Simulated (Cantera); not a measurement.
Feed: 1 mol HCl, 5.1 mol H2O, 8.3 mol N2, 5.3 mol H2, equilibrated at 1975 °C and 0.100 bar.

Equilibrium computed with Cantera from the NASA thermochemical tables; the gas is ideal and each condensed phase is pure. Candidate condensed phases: H2O, NH4Cl; 29 gas species. Kinetics and transport are ignored.

Base state: N2 0.418, H2 0.263, H2O 0.255, HCl 0.0488, H 0.0119, OH 0.00173, Cl 0.00160, NO 0.000105 (mole fractions); condensed: gas only.

Q: What changes in the equilibrium state with this change: temperature from 1975 °C to 2077 °C?

A: 
```tsv
species	before	after
N2	0.418	0.416
H2	0.263	0.259
H2O	0.255	0.252
H	0.0119	0.0201
HCl	0.0488	0.0474
O	5.42e-5	0.000176
O2	2.21e-5	7.11e-5
```

Q: What changes in the equilibrium state with this change: HCl replaced by NF3?

A: 
```
species    before     after
-------  --------  --------
N2          0.418     0.422
H2O         0.255     0.243
H2          0.263     0.179
HF              0     0.144
HCl        0.0488         0
H          0.0119   0.00983
Cl        0.00160         0
O2        2.21e-5   4.31e-5
NO       0.000105  0.000147
O         5.42e-5   7.58e-5
OH        0.00173   0.00200
```

Q: What changes in the equilibrium state with this change: H2 from 5.3 to 2.2 mol?

A: 
```csv
species,before,after
N2,0.418,0.496
H2O,0.255,0.301
H2,0.263,0.131
H,0.0119,0.00841
HCl,0.0488,0.0571
O2,2.21e-5,0.000125
NO,0.000105,0.000272
O,5.42e-5,0.000129
```
